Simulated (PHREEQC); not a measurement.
Synthetic water in mg/kgw, 65 °C, pH 1.98, pe 9.7:

```json
[
 {"constituent": "Na", "mg/kgw": "345"},
 {"constituent": "K", "mg/kgw": "83.9"},
 {"constituent": "Ca", "mg/kgw": "132"},
 {"constituent": "Mg", "mg/kgw": "8.21"},
 {"constituent": "Cl", "mg/kgw": "169"},
 {"constituent": "S(6) as SO4", "mg/kgw": "1930"},
 {"constituent": "Si as SiO2", "mg/kgw": "1.54"},
 {"constituent": "Cu(2)", "mg/kgw": "7.57"},
 {"constituent": "Li", "mg/kgw": "0.198"}
]
```

Valence states are taken as typed.

The numbers come from PHREEQC with the ion-association model, phreeqc.dat.

Q: The ionic strength comes out as 0.0426 mol/kgw. What activity coefficients do K+, Mg+2, KSO4-, Cu+2, CuCl+ get?

A: K+ 0.81, Mg+2 0.48, KSO4- 0.83, Cu+2 0.48, CuCl+ 0.81.

This is a speciation only: nothing precipitates in the calculation. Constants without temperature data keep their 25 °C values here.
